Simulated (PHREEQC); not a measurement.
Copper plating or etch bath: an equilibrium model

A solution holds 0.0077 mol/kgw CuSO4, 0.011 mol/kgw HCl, 0.00015 mol/kgw H3BO3 and 0.0065 mol/kgw HBr, at 25 °C. Closed to the air; pH follows from the charge balance.

Computed with PHREEQC (ion-association model, phreeqc.dat).

No solid was allowed to form.

### Question
Predict the pH.

### Answer
pH 1.89.

### Question
In which forms is S present?

### Answer
SO4-2 48 %, HSO4- 36 %, CuSO4 16 % of the S.
